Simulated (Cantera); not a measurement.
A perfectly stirred reactor is fed with C3H8 : O2 : N2 = 1 : 4.17 : 17.1 (molar parts), equivalence ratio 1.2, at 0.990 bar; it is adiabatic with a 323 K inlet, and is followed from long to short residence time, starting on the burning branch (τ in s: 0.1, 0.049, 0.023, 0.011, 0.0053, 0.0025, 0.0012, 0.00057, 0.00027, 0.00013, 6.1e-05).

Computed with Cantera and GRI-Mech 3.0 (53 species, 325 reactions). GRI-Mech 3.0 was tuned for natural gas; its chemistry of propane as a main component is partial and can be far from experiment.

**Question.** What does this change do: N2 17.1 to 23 parts?

**Answer.** 
```csv
quantity,before,after
"blow-out, bracketed by the residence times tried","burning at 0.130 ms, out at 61.0 µs","burning at 0.570 ms, out at 0.270 ms"
x(C3H8) at τ = 0.100 s,2.72e-7,6.75e-7
x(O2) at τ = 0.100 s,0.000368,0.000198
x(O) at τ = 0.100 s,9.64e-5,3.28e-5
x(H) at τ = 0.100 s,0.00172,0.00127
x(HO2) at τ = 0.100 s,1.11e-7,7.75e-8
x(C3H8) at τ = 2.50 ms,4.93e-6,1.01e-5
x(O2) at τ = 2.50 ms,0.00317,0.00223
x(O) at τ = 2.50 ms,0.000868,0.000359
x(H) at τ = 2.50 ms,0.00608,0.00433
x(HO2) at τ = 2.50 ms,1.08e-6,9.69e-7
```

**Question.** What does this change do: pressure from 0.990 bar to 6.10 bar?

**Answer.** 
| quantity | before | after |
|---|---|---|
| blow-out, bracketed by the residence times tried | burning at 0.130 ms, out at 61.0 µs | burning at 61.0 µs, the shortest tried |
| x(C3H8) at τ = 0.100 s | 2.72e-7 | 1.20e-7 |
| x(O2) at τ = 0.100 s | 0.000368 | 6.10e-5 |
| x(O) at τ = 0.100 s | 9.64e-5 | 5.48e-6 |
| x(H) at τ = 0.100 s | 0.00172 | 0.000391 |
| x(HO2) at τ = 0.100 s | 1.11e-7 | 2.77e-8 |
| x(C3H8) at τ = 2.50 ms | 4.93e-6 | 2.52e-6 |
| x(O2) at τ = 2.50 ms | 0.00317 | 0.000717 |
| x(O) at τ = 2.50 ms | 0.000868 | 6.83e-5 |
| x(H) at τ = 2.50 ms | 0.00608 | 0.00139 |
| x(HO2) at τ = 2.50 ms | 1.08e-6 | 7.21e-7 |
